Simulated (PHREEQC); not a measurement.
Consider water at 25 °C with 0.011 mol ZnSO4 per kg of water. Closed to the air; pH follows from the charge balance.

Equilibrium calculation in PHREEQC: ion-association model, phreeqc.dat.

Precipitation was switched off in this run.

Q: Order these S species by the share of S that they hold, largest first: Zn(SO4)2-2, ZnSO4, SO4-2.

A: SO4-2 (65 %), ZnSO4 (31 %), Zn(SO4)2-2 (3.7 %)

Q: Order these Zn species by the share of Zn that they hold, largest first: Zn+2, Zn(SO4)2-2, ZnSO4.

A: Zn+2 (67 %), ZnSO4 (31 %), Zn(SO4)2-2 (1.9 %)

The pH is 5.75 and the ionic strength 0.0293 mol/kgw.
